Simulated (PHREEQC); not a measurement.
## Copper plating or etch bath

Dissolve 43 mmol/kgw CuSO4 and 6.5 mmol/kgw NaCl at 25 °C. Closed to the air; pH follows from the charge balance.

Computed with PHREEQC (ion-association model, wateq4f.dat).

Each row changes one thing in this solution. This is a speciation only: nothing precipitates in the calculation.

| case | pH | ionic strength (mol/kgw) | Cu+2 (mol/kgw) | SO4-2 (mol/kgw) | CuSO4 (mol/kgw) | Na+ (mol/kgw) | SI of Tenorite (CuO) | SI of Cu(OH)2 (Cu(OH)2) |
|---|---|---|---|---|---|---|---|---|
| as made | 4.65 | 0.106 | 0.0250 | 0.0249 | 0.0178 | 0.00622 | -0.33 | -1.35 |
| 0.0018 mol/kgw TMAH added | 5.46 | 0.108 | 0.0238 | 0.0255 | 0.0172 | 0.00621 | +1.27 | +0.25 |
| NaCl replaced by Na2CO3 at the same molality | 5.90 | 0.107 | 0.0176 | 0.0282 | 0.0142 | 0.0124 | +2.02 | +1.00 |
| temperature from 25 to 20 °C | 4.71 | 0.107 | 0.0252 | 0.0251 | 0.0176 | 0.00622 | -0.40 | -1.42 |
| CuSO4 from 0.043 to 0.43 mol/kgw | 4.37 | 0.772 | 0.192 | 0.191 | 0.237 | 0.00553 | -0.26 | -1.28 |
| diluted 2-fold with water | 4.76 | 0.0580 | 0.0137 | 0.0137 | 0.00773 | 0.00315 | -0.29 | -1.31 |
| 0.0066 mol/kgw H2SO4 added | 2.25 | 0.115 | 0.0253 | 0.0254 | 0.0175 | 0.00622 | -5.12 | -6.15 |

The ionic strength passes 0.7 mol/kgw, the rough limit of the ion-association models, in CuSO4 from 0.043 to 0.43 mol/kgw. Some of these states are supersaturated (in Antlerite, Brochantite, Malachite, for instance). (CH3)4N+ isn't in the database: it is added as a free cation with an ion size of 4 Å.
